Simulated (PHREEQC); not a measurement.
Consider water at 25 °C with 2.1 mol MgSO4 and 0.7 mol LiCl per kg of water. Closed to the air; pH follows from the charge balance.

Computed with PHREEQC (Pitzer model, pitzer.dat).

Precipitation was switched off in this run.

Predict the activity of water, density.

activity of water 0.907; density 1.228 g/cm³.
